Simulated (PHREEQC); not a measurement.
Consider water at 55 °C with 0.038 mol Al2(SO4)3 and 0.0024 mol NaCl per kg of water. Closed to the air; pH follows from the charge balance.

Model: ion-association model, phreeqc.dat, run in PHREEQC.

This is a speciation only: nothing precipitates in the calculation.

**Question.** What pH, ionic strength does the model give?

**Answer.** pH 3.61; ionic strength 0.123 mol/kgw.

**Question.** In which forms is Na present?

**Answer.** Na+ 95 %, NaSO4- 5.1 % of the Na.

Examples of supersaturated solids here: Gibbsite (slow to form). Others may be too. Species that the database lacks are ignored. Constants without temperature data keep their 25 °C values here.
